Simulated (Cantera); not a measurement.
What does this Cantera script print?

```python
import numpy as np
import cantera as ct

gas = ct.Solution("gri30.yaml")
gas.TPX = 1525, 930000, {'C3H8': 1, 'O2': 2.27, 'N2': 8.55}
reactor = ct.IdealGasConstPressureReactor(gas, energy="on", clone=False)
net = ct.ReactorNet([reactor])
net.rtol, net.atol = 1e-08, 1e-16
show = ['C3H8', 'O2', 'HCO', 'N2O', 'OH']
times = np.geomspace(2e-06, 10, 10)

steps = ct.SolutionArray(gas, extra=["t"])
rows = []
print(f"{'t/s':>10s}{'T/K':>9s}{'P/Pa':>11s}" + "".join(f"{s:>11s}" for s in show))
for t in times:
    while net.time < t:
        t_next = net.step()
        steps.append(gas.state, t=t_next)
    rows.append([np.interp(t, steps.t, y) for y in (steps.T, steps.P, *steps(*show).X.T)])
    print(f"{t:10.3e}{rows[-1][0]:9.1f}{rows[-1][1]:11.4g}" + "".join(f"{x:11.3e}" for x in rows[-1][2:]))
rate = np.gradient(steps.T, steps.t)
print("integrator steps:", len(steps.t))
if steps.T.max() > steps.T[0] + 200:
    print(f"time of steepest temperature rise: {steps.t[rate.argmax()]:.4e} s")
gas.TPX = 1525, 930000, {'C3H8': 1, 'O2': 2.27, 'N2': 8.55}
gas.equilibrate("HP")
print(f"equilibrium (HP): T = {gas.T:.1f} K  " + "  ".join(f"{s} {gas[s].X[0]:.3e}" for s in show))
```

Output:

```
       t/s      T/K       P/Pa       C3H8         O2        HCO        N2O         OH
 2.000e-06   1518.4    9.3e+05  8.088e-02  1.903e-01  2.832e-07  1.145e-09  1.028e-05
 1.110e-05   1539.3    9.3e+05  5.269e-02  1.723e-01  6.357e-06  1.118e-08  3.184e-05
 6.162e-05   2550.4    9.3e+05  3.182e-11  1.595e-06  1.321e-06  3.591e-08  4.841e-04
 3.420e-04   2538.5    9.3e+05  1.534e-22  1.353e-06  9.000e-07  4.950e-08  4.314e-04
 1.898e-03   2540.0    9.3e+05  1.618e-27  1.384e-06  9.050e-07  9.648e-09  4.367e-04
 1.054e-02   2540.2    9.3e+05  1.527e-27  1.388e-06  9.056e-07  7.503e-09  4.374e-04
 5.848e-02   2540.2    9.3e+05  1.527e-27  1.388e-06  9.056e-07  7.501e-09  4.374e-04
 3.246e-01   2540.2    9.3e+05  1.527e-27  1.388e-06  9.056e-07  7.501e-09  4.374e-04
 1.802e+00   2540.2    9.3e+05  1.527e-27  1.388e-06  9.056e-07  7.501e-09  4.374e-04
 1.000e+01   2540.2    9.3e+05  1.527e-27  1.388e-06  9.056e-07  7.501e-09  4.374e-04
integrator steps: 1788
time of steepest temperature rise: 1.7594e-05 s
equilibrium (HP): T = 2540.2 K  C3H8 1.976e-27  O2 1.388e-06  HCO 9.056e-07  N2O 7.501e-09  OH 4.374e-04
```

Detailed kinetics in Cantera: GRI-Mech 3.0 (53 species, 325 reactions). GRI-Mech 3.0 was tuned for natural gas; its chemistry of propane as a main component is partial and can be far from experiment.
